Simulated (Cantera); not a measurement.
A Cantera script and its output.

```python
import numpy as np
import cantera as ct

gas = ct.Solution("gri30.yaml")
gas.TPX = 323, 100000, {'CH4': 1, 'C2H6': 0.13, 'O2': 2.53, 'N2': 9.52, 'H2O': 0.83}
inlet = ct.Reservoir(gas, clone=True)
gas.equilibrate("HP")  # start burning
reactor = ct.IdealGasConstPressureReactor(gas, energy="on", clone=False)
exhaust = ct.Reservoir(gas, clone=True)
tau = [0.036, 0.013, 0.0045, 0.0016, 0.00056, 0.0002, 7e-05, 2.5e-05, 8.8e-06][0]
for a, b in ((inlet, reactor), (reactor, exhaust)):
    ct.MassFlowController(a, b, mdot=lambda t: reactor.mass / tau)
net = ct.ReactorNet([reactor])
show = ['CH4', 'C2H6', 'O2', 'CO', 'NO']

rows = []
print(f"{'tau/s':>10s}{'T/K':>9s}" + "".join(f"{s:>11s}" for s in show))
for tau in [0.036, 0.013, 0.0045, 0.0016, 0.00056, 0.0002, 7e-05, 2.5e-05, 8.8e-06]:
    net.initial_time = 0.0
    net.advance(30 * tau)
    before = gas.X
    net.advance(40 * tau)
    drift = np.max(np.abs(gas.X - before) / (gas.X + 1e-9))
    rows.append([gas.T, *gas[show].X, drift])
    print(f"{tau:10.3e}{gas.T:9.1f}" + "".join(f"{x:11.3e}" for x in gas[show].X))
```

It prints:

```
     tau/s      T/K        CH4       C2H6         O2         CO         NO
 3.600e-02   2092.0  9.087e-06  1.742e-07  9.753e-03  7.205e-03  2.789e-04
 1.300e-02   2058.0  1.824e-05  4.345e-07  1.156e-02  9.652e-03  1.960e-04
 4.500e-03   2008.7  3.822e-05  1.078e-06  1.407e-02  1.291e-02  1.377e-04
 1.600e-03   1947.1  8.311e-05  2.570e-06  1.714e-02  1.666e-02  9.468e-05
 5.600e-04   1871.5  2.028e-04  6.469e-06  2.111e-02  2.131e-02  5.973e-05
 2.000e-04   1779.9  6.025e-04  1.901e-05  2.732e-02  2.871e-02  3.206e-05
 7.000e-05    323.0  7.138e-02  9.279e-03  1.806e-01 -1.309e-16 -4.817e-20
 2.500e-05    323.0  7.138e-02  9.279e-03  1.806e-01 -2.079e-19 -7.653e-23
 8.800e-06    323.0  7.138e-02  9.279e-03  1.806e-01 -1.313e-20 -4.834e-24
```

Computed with Cantera and GRI-Mech 3.0 (53 species, 325 reactions).
